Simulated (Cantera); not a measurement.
# Adiabatic ignition

An adiabatic, constant-volume homogeneous reactor starts with C2H4 : O2 : N2 : H2O = 1 : 4.92 : 18.5 : 0.95 (molar parts), equivalence ratio 0.61, at 1823 K and 0.880 bar.

Cantera simulation using GRI-Mech 3.0 (53 species, 325 reactions); the numbers are that mechanism's predictions, not measurements. GRI-Mech 3.0 was tuned for natural gas; its chemistry of ethylene as a main component is partial and can be far from experiment.

```json
[
 {"t (s)": "2.00e-6", "T (K)": "1823", "P (bar)": "0.880", "x C2H4": "0.0393", "x O2": "0.194", "x H2O": "0.0374", "x CH2O": "4.26e-7", "x C2H6": "7.91e-12", "x HCO": "9.79e-8"},
 {"t (s)": "7.23e-6", "T (K)": "1822", "P (bar)": "0.880", "x C2H4": "0.0385", "x O2": "0.193", "x H2O": "0.0376", "x CH2O": "6.46e-5", "x C2H6": "6.84e-8", "x HCO": "9.39e-6"},
 {"t (s)": "2.62e-5", "T (K)": "2564", "P (bar)": "1.31", "x C2H4": "<1e-12", "x O2": "0.0800", "x H2O": "0.0798", "x CH2O": "1.03e-10", "x C2H6": "<1e-12", "x HCO": "4.51e-8"},
 {"t (s)": "9.46e-5", "T (K)": "2770", "P (bar)": "1.39", "x C2H4": "<1e-12", "x O2": "0.0776", "x H2O": "0.0864", "x CH2O": "1.01e-10", "x C2H6": "<1e-12", "x HCO": "2.67e-8"},
 {"t (s)": "0.000342", "T (K)": "2838", "P (bar)": "1.42", "x C2H4": "<1e-12", "x O2": "0.0750", "x H2O": "0.0895", "x CH2O": "1.08e-10", "x C2H6": "<1e-12", "x HCO": "2.32e-8"},
 {"t (s)": "0.00124", "T (K)": "2827", "P (bar)": "1.41", "x C2H4": "<1e-12", "x O2": "0.0705", "x H2O": "0.0902", "x CH2O": "1.06e-10", "x C2H6": "<1e-12", "x HCO": "2.23e-8"},
 {"t (s)": "0.00447", "T (K)": "2823", "P (bar)": "1.41", "x C2H4": "<1e-12", "x O2": "0.0688", "x H2O": "0.0905", "x CH2O": "1.06e-10", "x C2H6": "<1e-12", "x HCO": "2.19e-8"},
 {"t (s)": "0.0162", "T (K)": "2823", "P (bar)": "1.41", "x C2H4": "<1e-12", "x O2": "0.0688", "x H2O": "0.0905", "x CH2O": "1.06e-10", "x C2H6": "<1e-12", "x HCO": "2.19e-8"},
 {"t (s)": "0.0585", "T (K)": "2823", "P (bar)": "1.41", "x C2H4": "<1e-12", "x O2": "0.0688", "x H2O": "0.0905", "x CH2O": "1.06e-10", "x C2H6": "<1e-12", "x HCO": "2.19e-8"},
 {"t (s)": "0.211", "T (K)": "2823", "P (bar)": "1.41", "x C2H4": "<1e-12", "x O2": "0.0688", "x H2O": "0.0905", "x CH2O": "1.06e-10", "x C2H6": "<1e-12", "x HCO": "2.19e-8"},
 {"t (s)": "0.765", "T (K)": "2823", "P (bar)": "1.41", "x C2H4": "<1e-12", "x O2": "0.0688", "x H2O": "0.0905", "x CH2O": "1.06e-10", "x C2H6": "<1e-12", "x HCO": "2.19e-8"},
 {"t (s)": "2.77", "T (K)": "2823", "P (bar)": "1.41", "x C2H4": "<1e-12", "x O2": "0.0688", "x H2O": "0.0905", "x CH2O": "1.06e-10", "x C2H6": "<1e-12", "x HCO": "2.19e-8"},
 {"t (s)": "10.0", "T (K)": "2823", "P (bar)": "1.41", "x C2H4": "<1e-12", "x O2": "0.0688", "x H2O": "0.0905", "x CH2O": "1.06e-10", "x C2H6": "<1e-12", "x HCO": "2.19e-8"}
]
```
x: mole fraction; the columns are a selection and need not sum to one.

| Quantity | Value |
|---|---|
| time of steepest temperature rise | 14.2 µs |
| temperature at 10.0 s | 2823 K |
| equilibrium temperature | 2823 K |
| x(C2H4) at 10.0 s | <1e-12 (gas-phase equilibrium <1e-12) |
| x(O2) at 10.0 s | 0.0688 (gas-phase equilibrium 0.0688) |
| x(H2O) at 10.0 s | 0.0905 (gas-phase equilibrium 0.0905) |
